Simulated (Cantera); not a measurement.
An adiabatic, constant-pressure homogeneous reactor starts with CO : H₂ : O₂ : N₂ : H₂O = 1 : 0.81 : 0.411 : 1.55 : 0.76 (molar parts), at 1175 K and 10.0 bar. Integrator tolerance rtol = 1e-08.

Model: GRI-Mech 3.0 (53 species, 325 reactions), integrated in Cantera. The hydrogen kinetics of GRI-Mech 3.0 are dated; newer H2 mechanisms differ, most at raised pressure.

Task: What does this change do: initial temperature 1175 to 1800 K?

Result: 
```tsv
quantity	before	after
time of steepest temperature rise	0.197 ms	1.02 µs
temperature at 9.00 s	2420 K	2857 K
equilibrium temperature	2420 K	2857 K
x(CO) at 9.00 s	0.154 (gas-phase equilibrium 0.154)	0.160 (gas-phase equilibrium 0.160)
x(H₂) at 9.00 s	0.0855 (gas-phase equilibrium 0.0855)	0.0812 (gas-phase equilibrium 0.0812)
x(O₂) at 9.00 s	1.89e-5 (gas-phase equilibrium 1.89e-5)	0.000919 (gas-phase equilibrium 0.000919)
x(H₂O₂) at 9.00 s	2.38e-8 (gas-phase equilibrium 2.38e-8)	3.79e-7 (gas-phase equilibrium 3.79e-7)
x(O) at 9.00 s	1.33e-5 (gas-phase equilibrium 1.33e-5)	0.000652 (gas-phase equilibrium 0.000652)
x(H) at 9.00 s	0.00163 (gas-phase equilibrium 0.00163)	0.00904 (gas-phase equilibrium 0.00904)
x(OH) at 9.00 s	0.00105 (gas-phase equilibrium 0.00105)	0.00940 (gas-phase equilibrium 0.00940)
```

Task: What does this change do: initial temperature 1175 to 1223 K?

Result: 
```json
[
 {"quantity": "time of steepest temperature rise", "before": "0.197 ms", "after": "88.0 µs"},
 {"quantity": "temperature at 9.00 s", "before": "2420 K", "after": "2458 K"},
 {"quantity": "equilibrium temperature", "before": "2420 K", "after": "2458 K"},
 {"quantity": "x(CO) at 9.00 s", "before": "0.154 (gas-phase equilibrium 0.154)", "after": "0.154 (gas-phase equilibrium 0.154)"},
 {"quantity": "x(H₂) at 9.00 s", "before": "0.0855 (gas-phase equilibrium 0.0855)", "after": "0.0850 (gas-phase equilibrium 0.0850)"},
 {"quantity": "x(O₂) at 9.00 s", "before": "1.89e-5 (gas-phase equilibrium 1.89e-5)", "after": "2.83e-5 (gas-phase equilibrium 2.83e-5)"},
 {"quantity": "x(H₂O₂) at 9.00 s", "before": "2.38e-8 (gas-phase equilibrium 2.38e-8)", "after": "3.18e-8 (gas-phase equilibrium 3.18e-8)"},
 {"quantity": "x(O) at 9.00 s", "before": "1.33e-5 (gas-phase equilibrium 1.33e-5)", "after": "1.98e-5 (gas-phase equilibrium 1.98e-5)"},
 {"quantity": "x(H) at 9.00 s", "before": "0.00163 (gas-phase equilibrium 0.00163)", "after": "0.00193 (gas-phase equilibrium 0.00193)"},
 {"quantity": "x(OH) at 9.00 s", "before": "0.00105 (gas-phase equilibrium 0.00105)", "after": "0.00132 (gas-phase equilibrium 0.00132)"}
]
```
